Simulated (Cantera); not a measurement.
A closed system holds: 1 mol Si₃N₄, 0.29 mol N₂O, 110 mol H₂, held at 0.170 bar.

Method: chemical equilibrium by Gibbs-energy minimisation in Cantera with the NASA 1993 tables (ideal gas, pure condensed phases). Candidate condensed phases: H₂O, Si, SiO₂, Si₂N₂O, Si₃N₄; 35 gas species. Mutual solubility and eutectic melting of coexisting phases are not modelled. Gases not in the tables: Si₂H₆ and higher silanes. Equilibrium is a limit: real reactors are often held back by kinetics, nucleation or transport.

### Question
Which condensed phases are stable at each of these points (T (°C)): 750, 900, 1050, 1200, 1350, 1500, 1650, 1800, 1950?

### Answer
| T (°C) | condensed phases | Si condensed (%) |
|---|---|---|
| 750 | Si₂N₂O(s) + Si₃N₄(s) | 100.0 |
| 900 | Si₂N₂O(s) + Si₃N₄(s) | 100.0 |
| 1050 | Si₂N₂O(s) + Si₃N₄(s) | 100.0 |
| 1200 | Si₂N₂O(s) + Si₃N₄(s) | 100.0 |
| 1350 | Si₂N₂O(s) + Si₃N₄(s) | 99.7 |
| 1500 | Si(l) + Si₂N₂O(s) | 92.0 |
| 1650 | Si(l) | 89.6 |
| 1800 | Si(l) | 86.9 |
| 1950 | Si(l) | 76.4 |

From 750 °C to 1350 °C the condensed part is Si₂N₂O(s) + Si₃N₄(s). At 1500 °C the condensed part is Si(l) + Si₂N₂O(s). From 1650 °C to 1950 °C the condensed part is Si(l).
